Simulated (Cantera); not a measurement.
**Moist CO burnout**

An isothermal, constant-pressure homogeneous reactor starts with 1.09 % CO, 13.4 % O₂, 2.01 % H₂O, 83.5 % N₂, at 1075 K and 0.650 bar.

Detailed kinetics in Cantera: GRI-Mech 3.0 (53 species, 325 reactions).

```tsv
t (s)	x CO	x O₂	x H₂O	x CO₂	x H₂O₂	x H₂	x H
0.000100	0.0109	0.134	0.0201	5.33e-10	<1e-12	<1e-12	4.83e-12
0.000305	0.0109	0.134	0.0201	2.10e-9	<1e-12	3.63e-12	3.65e-11
0.000932	0.0109	0.134	0.0201	1.68e-8	<1e-12	8.39e-11	2.99e-10
0.00285	0.0109	0.134	0.0200	1.00e-6	2.37e-10	7.11e-9	1.53e-8
0.00869	0.00881	0.133	0.0200	0.00206	7.69e-7	3.14e-5	8.05e-6
0.0265	0.00317	0.130	0.0201	0.00773	5.51e-7	1.29e-5	1.92e-6
0.0809	0.000579	0.129	0.0201	0.0103	1.65e-7	1.73e-6	1.76e-7
0.247	5.55e-5	0.129	0.0202	0.0109	2.37e-8	1.28e-7	7.12e-9
0.754	3.82e-6	0.129	0.0202	0.0109	3.06e-9	8.92e-9	1.83e-10
2.30	2.32e-7	0.129	0.0202	0.0109	4.11e-10	7.29e-10	5.46e-12
7.03	7.96e-9	0.129	0.0202	0.0109	8.58e-11	9.61e-11	<1e-12
21.5	4.59e-11	0.129	0.0202	0.0109	4.91e-11	5.47e-11	<1e-12
65.5	2.61e-11	0.129	0.0202	0.0109	4.45e-11	5.17e-11	<1e-12
200	2.49e-11	0.129	0.0202	0.0109	4.08e-11	4.94e-11	<1e-12
```
x: mole fraction; the columns are a selection and need not sum to one.

Equilibrium at this temperature and pressure: CO 2.47e-11, O₂ 0.129, H₂O 0.0202, CO₂ 0.0109, H₂O₂ 4.02e-11, H₂ 4.91e-11, H <1e-12 (gas phase only).
